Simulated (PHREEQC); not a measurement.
## Silver or lead bath (model solution)

Consider water at 25 °C and 50 atm with 0.0004 mol/kgw PbCl2. Closed to the air; pH follows from the charge balance.

Equilibrium calculation in PHREEQC: ion-association model, phreeqc.dat.

Each row changes one thing in this solution. No solid was allowed to form.

| case | pH | ionic strength (mol/kgw) |
|---|---|---|
| as made | 5.59 | 0.00118 |
| diluted 5-fold with water | 5.92 | 0.000238 |
| PbCl2 replaced by MgCl2 at the same molality | 6.96 | 0.00120 |
| 7.7e-05 mol/kgw (NH4)2CO3 added | 6.89 | 0.00112 |
| PbCl2 from 0.0004 to 8e-05 mol/kgw | 5.92 | 0.000238 |
| PbCl2 from 0.0004 to 0.0008 mol/kgw | 5.45 | 0.00232 |
| PbCl2 from 0.0004 to 0.0006 mol/kgw | 5.51 | 0.00175 |

Under pressure, the constants of complexes without a molar volume in the database are unreliable.
